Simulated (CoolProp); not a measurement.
The numbers come from the reference Helmholtz-energy equation of state, Span 2000 in CoolProp.

Q: For nitrogen, give the phase and the cp (kJ/(kg K)), isothermal compressibility (1/MPa), viscosity (µPa s), conductivity (mW/(m K)) at -130.95 °C and 566 kPa; -130.95 °C and 1130 kPa; -130.95 °C and 6790 kPa.

A: 
- -130.95 °C and 566 kPa: gas; cp 1.11, isothermal compressibility 1.84, viscosity 9.79, conductivity 13.7
- -130.95 °C and 1130 kPa: gas; cp 1.19, isothermal compressibility 0.966, viscosity 10.0, conductivity 14.3
- -130.95 °C and 6790 kPa: supercritical; cp 4.23, isothermal compressibility 0.177, viscosity 22.9, conductivity 42.9

Viscosity comes from a separate model (Lemmon 2004). Thermal conductivity comes from a separate model (Lemmon 2004).
